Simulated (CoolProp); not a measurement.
A single-stage vapour-compression cycle with methanol: evaporating at 293.15 K (dew point), condensing at 343.15 K (bubble point), superheat 2 K, subcooling 8 K, compressor efficiency 0.7, no pressure losses. Each further row changes one setting.

Values from CoolProp's reference Helmholtz-energy equation of state, de Reuck 1993.

```tsv
case	cooling COP	pressure ratio	discharge temperature (K)	refrigerating effect (kJ/kg)	volumetric capacity (kJ/m³)
as stated	3.63	9.62	475.6	1070	186
evaporating temperature 298.15 K	[?]	[?]	[?]	[?]	240
condensing temperature 338.15 K	4.09	7.94	[?]	1090	188
subcooling 13 K	3.68	9.62	475.6	1090	188
superheat 12 K	3.53	9.62	495.2	1090	182
compressor efficiency 0.6	[?]	9.62	[?]	1070	186
```

**Question.** Fill in the missing entries.

**Answer.** 
- evaporating temperature 298.15 K, cooling COP: 4.17
- evaporating temperature 298.15 K, pressure ratio: 7.39
- evaporating temperature 298.15 K, discharge temperature (K): 458.0
- evaporating temperature 298.15 K, refrigerating effect (kJ/kg): 1080
- condensing temperature 338.15 K, discharge temperature (K): 458.9
- compressor efficiency 0.6, cooling COP: 3.11
- compressor efficiency 0.6, discharge temperature (K): 502.0
